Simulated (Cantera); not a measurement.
Charge: 1 mol Ta₂O₅, a varied amount of C, 0.75 mol H₂, equilibrated at 1000 °C and 7.50 Torr.

Equilibrium computed with Cantera from the NASA thermochemical tables; the gas is ideal and each condensed phase is pure. Candidate condensed phases: C, C₆H₆, C₇H₈, C₈H₁₈, H₂O, Ta, TaC, Ta₂O₅; 113 gas species. Mutual solubility and eutectic melting of coexisting phases are not modelled. TaC: taken at fixed stoichiometry. Condensed phases not in the tables: Ta₂C. Equilibrium is a limit: real reactors are often held back by kinetics, nucleation or transport.

**Question.** At 5.1 mol C, list the 4 most abundant gas species with their mole fractions, and the condensed phases.

**Answer.** CO 0.829, H₂ 0.171, CO₂ 0.000449, H₂O 0.000153. Condensed: TaC(s) + Ta₂O₅(s).
